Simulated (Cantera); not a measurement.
A perfectly stirred reactor is fed with CH4 : CO : O2 : N2 = 1 : 0.041 : 3.31 : 12.5 (molar parts), equivalence ratio 0.61, at 540000 Pa; it is adiabatic with a 448 K inlet, and is followed from long to short residence time, starting on the burning branch (τ in s: 0.059, 0.025, 0.011, 0.0044, 0.0019, 0.00079, 0.00034, 0.00014, 6e-05, 2.5e-05, 1.1e-05, 4.5e-06).

Computed with Cantera and GRI-Mech 3.0 (53 species, 325 reactions).

Task: Predict: blow-out, bracketed by the residence times tried; x(CH4) at τ = 59.0 ms; x(CO) at τ = 59.0 ms; x(O2) at τ = 59.0 ms; x(CH2) at τ = 59.0 ms; x(CH2CO) at τ = 59.0 ms; x(CH4) at τ = 0.340 ms; x(CO) at τ = 0.340 ms; x(O2) at τ = 0.340 ms; x(CH2) at τ = 0.340 ms; x(CH2CO) at τ = 0.340 ms.

Result: blow-out, bracketed by the residence times tried: burning at 0.340 ms, out at 0.140 ms
x(CH4) at τ = 59.0 ms: 8.66e-6
x(CO) at τ = 59.0 ms: 0.000153
x(O2) at τ = 59.0 ms: 0.0766
x(CH2) at τ = 59.0 ms: 1.58e-8
x(CH2CO) at τ = 59.0 ms: 1.61e-9
x(CH4) at τ = 0.340 ms: 0.000367
x(CO) at τ = 0.340 ms: 0.00630
x(O2) at τ = 0.340 ms: 0.0801
x(CH2) at τ = 0.340 ms: 1.45e-6
x(CH2CO) at τ = 0.340 ms: 7.18e-7
